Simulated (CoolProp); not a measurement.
Saturation properties of R236FA.

Computed with CoolProp (reference Helmholtz-energy equation of state, Pan 2012).

```
T (K)  p (bar)  vapour density (kg/m³)  liquid conductivity (mW/(m K))
-----  -------  ----------------------  ------------------------------
300.5    2.939                   19.83                            72.4
306.9    3.608                   24.24                            70.6
313.2    4.374                   29.33                            68.8
319.6    5.272                   35.38                            67.0
325.9    6.287                   42.33                            65.2
332.3    7.462                   50.57                            63.4
338.6    8.775                   60.06                            61.6
345      10.28                   71.35                            59.9
351.3    11.94                   84.43                            58.1
```

It boils at 271.7 K under 1 atm.

Thermal conductivity comes from a separate model (Huber 2003), an estimate that may be off by 10 % or more.
